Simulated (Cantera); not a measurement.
Feed: 1 mol SiO2, 5.1 mol C, 0.85 mol H2, at 0.000850 bar.

Equilibrium computed with Cantera from the NASA thermochemical tables; the gas is ideal and each condensed phase is pure. Candidate condensed phases: C, C6H6, C7H8, C8H18, H2O, Si, SiC, SiO2; 123 gas species. Equilibrium is a limit: real reactors are often held back by kinetics, nucleation or transport.

At 2273 K, list the 5 most abundant gas species with their mole fractions, and the condensed phases.

CO 0.553, H2 0.177, H 0.121, Si 0.115, SiC2 0.0144. Condensed: C(graphite) + SiC(s).
